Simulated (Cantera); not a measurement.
A closed system holds: 1 mol SiHCl₃, 0.04 mol C₂H₄, 130 mol H₂, equilibrated at 2525 K and 35.0 mbar.

Method: chemical equilibrium by Gibbs-energy minimisation in Cantera with the NASA 1993 tables (ideal gas, pure condensed phases). Candidate condensed phases: C, C₆H₆, C₇H₈, C₈H₁₈, Si, SiC; 109 gas species. The tables' values for SiCl are old estimates; treat these amounts as uncertain. Gases not in the tables: Si₂H₆ and higher silanes. Equilibrium is a limit: real reactors are often held back by kinetics, nucleation or transport.

Base state: H₂ 0.835, H 0.137, HCl 0.0187, Si 0.00645, Cl 0.00216, SiH 0.000281, C₂H₂ (acetylene) 0.000223, SiCl 9.82e-5 (mole fractions); condensed: gas only.

**Question.** What changes in the equilibrium state with this change: temperature from 2525 K to 2100 K?

**Answer.** 
```
species             before     after
----------------  --------  --------
H₂                   0.835     0.958
HCl                 0.0187    0.0201
H                    0.137    0.0163
Si                 0.00645   0.00381
Si₃                4.78e-8   1.02e-5
SiCl₂              2.39e-5  0.000902
SiC₂               4.00e-5   1.49e-6
C₂H₂ (acetylene)  0.000223   8.41e-6
Cl                 0.00216  0.000252
Si(l), mol               0     0.143
SiC(s), mol              0    0.0563
```
Mutual solubility and eutectic melting of coexisting phases are not modelled.

**Question.** What changes in the equilibrium state with this change: H₂ from 130 to 9.1 mol?

**Answer.** 
```tsv
species	before	after
H₂	0.835	0.614
HCl	0.0187	0.169
H	0.137	0.117
Si	0.00645	0.0446
SiCl₂	2.39e-5	0.0183
Cl	0.00216	0.0228
SiCl₃	4.94e-9	3.98e-5
Si₃	4.78e-8	1.57e-5
```
The tables' values for SiCl, SiCl₃ are old estimates; treat these amounts as uncertain.
